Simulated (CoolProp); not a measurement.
Model: reference Helmholtz-energy equation of state, Jacobsen 1992, in CoolProp.

Problem. For R11, give the phase and the density (kg/m³), fugacity coefficient at 473 K and 2.4 MPa; 486.5 K and 2.4 MPa.

Solution. 
- 473 K and 2.4 MPa: gas; density 107, fugacity coefficient 0.823
- 486.5 K and 2.4 MPa: gas; density 101, fugacity coefficient 0.839
